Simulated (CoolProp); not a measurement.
A Linde-Hampson liquefier for dry air: isothermal reversible compression at 280 K from 1 atm to 5 MPa, throttling to 1 atm, return gas leaving the recuperator 5 K below the feed. Each further row changes one setting.

Computed with CoolProp (reference Helmholtz-energy equation of state, Lemmon 2000). It is a pseudo-pure fit of the blend.

| case | liquid yield per pass | compression work (kJ/kg of gas) |
|---|---|---|
| as stated | 0.018 | 312 |
| high pressure 10 MPa | 0.046 | 366 |
| warm-end temperature 310 K | 0.011 | 346 |
| warm-end gap 10 K | 0.006 | 312 |
